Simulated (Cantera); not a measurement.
## Adiabatic ignition

An adiabatic, constant-volume homogeneous reactor starts with CO : H2 : CH4 : O2 : N2 = 1 : 0.77 : 1 : 6.41 : 61.5 (molar parts), equivalence ratio 0.45, at 1650 K and 2.50 bar.

Computed with Cantera and GRI-Mech 3.0 (53 species, 325 reactions).

| t (s) | T (K) | P (bar) | x CO | x H2 | x CH4 | x OH | x CO2 | x H2O2 |
|---|---|---|---|---|---|---|---|---|
| 4.00e-6 | 1650 | 2.50 | 0.0141 | 0.0109 | 0.0141 | 3.88e-7 | 2.23e-7 | 3.21e-9 |
| 1.46e-5 | 1650 | 2.50 | 0.0141 | 0.0109 | 0.0141 | 2.79e-6 | 2.44e-6 | 1.46e-8 |
| 5.31e-5 | 1897 | 2.90 | 0.0241 | 0.00466 | 0.000182 | 0.00439 | 0.00365 | 3.34e-7 |
| 0.000193 | 2211 | 3.32 | 0.00252 | 0.000554 | <1e-12 | 0.00362 | 0.0260 | 9.16e-8 |
| 0.000705 | 2254 | 3.38 | 0.000638 | 0.000158 | <1e-12 | 0.00203 | 0.0280 | 6.25e-8 |
| 0.00257 | 2254 | 3.38 | 0.000595 | 0.000150 | <1e-12 | 0.00198 | 0.0280 | 6.21e-8 |
| 0.00935 | 2253 | 3.37 | 0.000591 | 0.000149 | <1e-12 | 0.00196 | 0.0280 | 6.17e-8 |
| 0.0341 | 2248 | 3.37 | 0.000579 | 0.000146 | <1e-12 | 0.00192 | 0.0280 | 6.05e-8 |
| 0.124 | 2240 | 3.35 | 0.000558 | 0.000142 | <1e-12 | 0.00185 | 0.0281 | 5.82e-8 |
| 0.452 | 2236 | 3.35 | 0.000549 | 0.000140 | <1e-12 | 0.00182 | 0.0281 | 5.72e-8 |
| 1.65 | 2236 | 3.35 | 0.000549 | 0.000140 | <1e-12 | 0.00182 | 0.0281 | 5.72e-8 |
| 6.00 | 2236 | 3.35 | 0.000549 | 0.000140 | <1e-12 | 0.00182 | 0.0281 | 5.72e-8 |
x: mole fraction; the columns are a selection and need not sum to one.

| Item | Value |
|---|---|
| time of steepest temperature rise | 50.9 µs |
| temperature at 6.00 s | 2236 K |
| equilibrium temperature | 2236 K |
| x(CO) at 6.00 s | 0.000549 (gas-phase equilibrium 0.000549) |
| x(H2) at 6.00 s | 0.000140 (gas-phase equilibrium 0.000140) |
| x(CH4) at 6.00 s | <1e-12 (gas-phase equilibrium <1e-12) |
